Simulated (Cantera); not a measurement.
Source: NASA polynomial tables (part measured, part estimated), evaluated in Cantera. Values are per mole of reaction as written; species without (g) are pure solids or liquids, kept so even where they would boil at 1 bar.

H₂O₂(g) + 2 TaO₂(g) → Ta₂O₅ + H₂O(g), with ΔH° = -1749.8 kJ and ΔS° = -462.8 J/K at 300 K.

Problem. How far is the shortcut ΔG° ≈ ΔH°(300 K) − T·ΔS°(300 K) from the full temperature-dependent value at 2823, 2848, 2873, 2898, 2923 K?

Solution. 
```tsv
T (K)	shortcut (kJ)	full (kJ)	difference (kJ)	difference in log10 K	condensed phases
2823	-443.2	-669.4	226.1	-4.18	Ta₂O₅(l)
2848	-431.7	-662.4	230.7	-4.23	Ta₂O₅(l)
2873	-420.1	-655.4	235.3	-4.28	Ta₂O₅(l)
2898	-408.5	-648.4	239.9	-4.32	Ta₂O₅(l)
2923	-396.9	-641.5	244.6	-4.37	Ta₂O₅(l)
```
The shortcut ignores heat capacities and the phase changes listed.
